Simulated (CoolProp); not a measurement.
A closed Brayton cycle with carbon dioxide: compressor inlet 322.15 K and 9 MPa, high pressure 25.4 MPa, turbine inlet 825 K, compressor efficiency 0.89, turbine efficiency 0.85, recuperator effectiveness 0.8 (on enthalpy, no pinch check). Each further row changes one setting.

Computed with CoolProp (reference Helmholtz-energy equation of state, Span 1996).

```csv
case,thermal efficiency (%),net work (kJ/kg),compressor to turbine work,compressor exit (K),turbine exit (K)
as stated,…,82.8,0.35,398.1,707.3
turbine inlet 775 K,27.3,…,0.38,398.1,…
compressor inlet 332.15 K,27.4,…,0.42,418.6,707.3
high pressure 21.6 MPa,26.8,72.9,0.33,386.1,725.2
recuperator effectiveness 0.5,20.8,82.8,0.35,398.1,707.3
```

### Question
Some entries are withheld; supply them.

### Answer

- as stated, thermal efficiency (%): 28.5
- turbine inlet 775 K, net work (kJ/kg): 73.8
- turbine inlet 775 K, turbine exit (K): 661.3
- compressor inlet 332.15 K, net work (kJ/kg): 74.5
